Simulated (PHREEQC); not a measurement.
Dissolve 0.12 mol ZnCl2 and 0.22 mol H2SO4 per kg of water at 25 °C. Closed to the air; pH follows from the charge balance.

Equilibrium calculation in PHREEQC: ion-association model, wateq4f.dat.

```tsv
quantity	before	after
pH	0.68	0.94
ionic strength (mol/kgw)	0.564	0.294
ZnCl+ (mol/kgw)	0.0118	0.00374
ZnCl2 (mol/kgw)	0.000998	0.000199
SI of Zincite(c) (ZnO)	-11.49	-11.17
SI of Zn(OH)2-e (Zn(OH)2)	-11.86	-11.53
```

Task: Name the change that produced these shifts.
(A) H2SO4 left out
(B) 0.096 mol/kgw Zn(NO3)2 added
(C) ZnCl2 from 0.12 to 0.24 mol/kgw
(D) diluted 2-fold with water

Result: D, diluted 2-fold with water

Precipitation was switched off in this run.
